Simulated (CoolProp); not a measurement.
Carbonyl sulfide along the isobar 1.99 MPa: Z from the reference equation and from simpler models built on Tc = 105.6 °C, pc = 6.369 MPa, ω = 0.098; each cubic takes its own stable root.

The numbers come from the reference Helmholtz-energy equation of state, Lemmon 2006 in CoolProp. It is a short technical equation, of lower accuracy than the large ones.

```tsv
T (°C)	phase	reference
74.35	gas	0.8442
84.45	gas	0.8599
94.65	gas	0.8734
104.85	gas	0.8851
114.95	gas	0.8953
125.15	gas	0.9043
135.35	gas	0.9123
145.45	gas	0.9194
```

Q: How far does each simpler model (van der Waals, Redlich-Kwong) lie from the reference over these 8 states: mean and median of the absolute difference, and the worst?

A: 
- van der Waals: mean 1.5 %, median 1.3 %, worst +3.3 % at 74.35 °C and 1.99 MPa
- Redlich-Kwong: mean 0.2 %, median 0.2 %, worst +0.3 % at 74.35 °C and 1.99 MPa
